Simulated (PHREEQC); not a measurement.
1 kg of water holding 0.21 mol/kgw NaCl, 0.029 mol/kgw KCl, 0.29 mol/kgw CaCl2 and 0.022 mol/kgw SrCl2 is evaporated at 25 °C; the solids stay in contact with the brine. The system is closed to CO2. The run lets Halite, Portlandite, Sylvite precipitate or redissolve, and no other solid.

Model: Pitzer model, pitzer.dat, run in PHREEQC.

```
water left (kg)  ionic strength  water activity  Halite (mol)  Ca in solution (mol/kgw)  K in solution (mol/kgw)  Sr in solution (mol/kgw)
---------------  --------------  --------------  ------------  ------------------------  -----------------------  ------------------------
1                          1.18           0.977             0                     0.290                   0.0290                    0.0220
0.8219                     1.43           0.972             0                     0.353                   0.0353                    0.0268
0.6755                        …           0.965             0                     0.429                   0.0429                    0.0326
0.5552                     2.12           0.956             0                     0.522                   0.0522                    0.0396
0.4563                     2.57           0.945             0                     0.636                   0.0636                    0.0482
0.375                      3.13               …             0                     0.773                   0.0773                    0.0587
0.3082                     3.81           0.911             0                     0.941                   0.0941                    0.0714
0.2533                     4.64           0.886             0                      1.14                    0.114                    0.0868
0.2082                     5.64           0.853             0                      1.39                    0.139                     0.106
0.1711                     6.87           0.809             0                      1.69                    0.169                     0.129
0.1407                     8.35           0.751             0                      2.06                    0.206                     0.156
0.1156                     10.2           0.678             0                      2.51                    0.251                     0.190
0.09502                    11.5           0.631        0.0800                      3.05                    0.305                     0.232
0.07809                       …           0.572         0.146                      3.71                    0.371                     0.282
0.06418                    15.4           0.486         0.184                      4.52                    0.452                     0.343
```

Question: What belongs in the gaps?

Answer: 
- 0.6755, ionic strength: 1.74
- 0.375, water activity: 0.930
- 0.07809, ionic strength: 13.2
